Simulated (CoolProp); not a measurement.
Ethanol at several states: density (kg/m³) from the reference equation and from simpler models built on Tc = 514.7 K, pc = 6268 kPa, ω = 0.644; each cubic takes its own stable root.

Computed with CoolProp (reference Helmholtz-energy equation of state, Schroeder 2014).

```tsv
T (K)	p (kPa)	phase	reference	Soave-Redlich-Kwong	Peng-Robinson
468.4	16600	liquid	620.8	500.7	562.7
309.2	1080	liquid	?	?	743.2
290.8	3130	liquid	794.0	675.1	?
587.5	22.8	gas	0.2152	0.2152	0.2152
228.9	1960	liquid	?	711.4	?
411.2	311	gas	4.395	4.365	?
```

Q: Some entries are withheld; supply them.

A: 
- 309.2, reference: 776.5
- 309.2, Soave-Redlich-Kwong: 660.7
- 290.8, Peng-Robinson: 758.4
- 228.9, reference: 845.3
- 228.9, Peng-Robinson: 796.8
- 411.2, Peng-Robinson: 4.375
